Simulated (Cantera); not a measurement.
A perfectly stirred reactor is fed with CH4 : O2 : N2 = 1 : 1.67 : 4.5 (molar parts), equivalence ratio 1.2, at 4.93 atm; it is adiabatic with a 625 K inlet, and is followed from long to short residence time, starting on the burning branch (τ in s: 0.1, 0.031, 0.0099, 0.0031, 0.00097, 0.00031, 9.6e-05, 3e-05, 9.5e-06).

Model: GRI-Mech 3.0 (53 species, 325 reactions), integrated in Cantera.

Task: Predict: blow-out, bracketed by the residence times tried; x(CH4) at τ = 0.100 s; x(O2) at τ = 0.100 s; x(OH) at τ = 0.100 s; x(HO2) at τ = 0.100 s; x(CH4) at τ = 0.970 ms; x(O2) at τ = 0.970 ms; x(OH) at τ = 0.970 ms; x(HO2) at τ = 0.970 ms.

Result: 
- blow-out, bracketed by the residence times tried: burning at 9.50 µs, the shortest tried
- x(CH4) at τ = 0.100 s: 4.93e-7
- x(O2) at τ = 0.100 s: 0.00125
- x(OH) at τ = 0.100 s: 0.00592
- x(HO2) at τ = 0.100 s: 9.47e-7
- x(CH4) at τ = 0.970 ms: 3.56e-5
- x(O2) at τ = 0.970 ms: 0.00237
- x(OH) at τ = 0.970 ms: 0.00732
- x(HO2) at τ = 0.970 ms: 1.77e-6
